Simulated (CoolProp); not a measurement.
Vapour-liquid equilibrium of R227EA (1) + isobutene (2) at 231.5 K; x and y are mole fractions of (1).

The numbers come from the multi-fluid Helmholtz-energy mixture model, Lemmon 2016 and Lemmon 2005; pair parameters Bell 2016 in CoolProp.

| x | bubble pressure, mixture model (MPa) | bubble pressure, Raoult's law (MPa) | y, mixture model | y, Raoult's law |
|---|---|---|---|---|
| 0.05 | 0.02578 | 0.02102 | 0.235 | 0.070 |
| 0.2 | 0.03310 | 0.02234 | 0.462 | 0.263 |
| 0.35 | 0.03525 | 0.02365 | 0.529 | 0.434 |
| 0.5 | 0.03596 | 0.02497 | 0.568 | 0.588 |
| 0.65 | 0.03604 | 0.02628 | 0.616 | 0.726 |
| 0.8 | 0.03498 | 0.02760 | 0.704 | 0.851 |
| 0.95 | 0.03141 | 0.02891 | 0.891 | 0.964 |

The largest gap from Raoult's law is +49.0 % in bubble pressure, at x = 0.35. y crosses x between x = 0.5 and 0.65: the model has an azeotrope there.

The pair parameters rest on a limited set of measurements; away from them the model extrapolates.
